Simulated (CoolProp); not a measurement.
Properties of propane along the isobar 0.0625 MPa.

Values from CoolProp's reference Helmholtz-energy equation of state, Lemmon 2009.

```json
[
 {"T (K)": "216.4", "phase": "liquid", "Joule-Thomson coefficient (K/MPa)": "-0.4566", "expansivity (1/kK)": "1.867"},
 {"T (K)": "239.2", "phase": "gas", "Joule-Thomson coefficient (K/MPa)": "33.19", "expansivity (1/kK)": "4.464"},
 {"T (K)": "262.1", "phase": "gas", "Joule-Thomson coefficient (K/MPa)": "25.07", "expansivity (1/kK)": "4.003"},
 {"T (K)": "284.9", "phase": "gas", "Joule-Thomson coefficient (K/MPa)": "19.45", "expansivity (1/kK)": "3.640"},
 {"T (K)": "307.7", "phase": "gas", "Joule-Thomson coefficient (K/MPa)": "15.42", "expansivity (1/kK)": "3.343"},
 {"T (K)": "330.6", "phase": "gas", "Joule-Thomson coefficient (K/MPa)": "12.44", "expansivity (1/kK)": "3.094"},
 {"T (K)": "353.4", "phase": "gas", "Joule-Thomson coefficient (K/MPa)": "10.22", "expansivity (1/kK)": "2.882"},
 {"T (K)": "376.3", "phase": "gas", "Joule-Thomson coefficient (K/MPa)": "8.517", "expansivity (1/kK)": "2.698"},
 {"T (K)": "399.1", "phase": "gas", "Joule-Thomson coefficient (K/MPa)": "7.206", "expansivity (1/kK)": "2.538"},
 {"T (K)": "421.9", "phase": "gas", "Joule-Thomson coefficient (K/MPa)": "6.174", "expansivity (1/kK)": "2.396"},
 {"T (K)": "444.8", "phase": "gas", "Joule-Thomson coefficient (K/MPa)": "5.345", "expansivity (1/kK)": "2.269"},
 {"T (K)": "467.6", "phase": "gas", "Joule-Thomson coefficient (K/MPa)": "4.675", "expansivity (1/kK)": "2.156"},
 {"T (K)": "490.4", "phase": "gas", "Joule-Thomson coefficient (K/MPa)": "4.123", "expansivity (1/kK)": "2.053"}
]
```
